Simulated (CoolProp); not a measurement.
C3F8 (R218) at 298.15 K and 13.2 MPa is throttled through a valve to 7.05 MPa with no heat exchange. Each further row changes one setting.

Values from CoolProp's reference Helmholtz-energy equation of state, Lemmon 2006. It is a short technical equation, of lower accuracy than the large ones.

| case | temperature change (K) | final density (kg/m³) |
|---|---|---|
| as stated | [?] | [?] |
| outlet pressure 2.11 MPa | +0.4 | [?] |
| outlet pressure 9.17 MPa | [?] | 1420 |

### Question
Complete the blanks.

### Answer

- as stated, temperature change (K): +0.7
- as stated, final density (kg/m³): 1400
- outlet pressure 2.11 MPa, final density (kg/m³): 1340
- outlet pressure 9.17 MPa, temperature change (K): +0.5
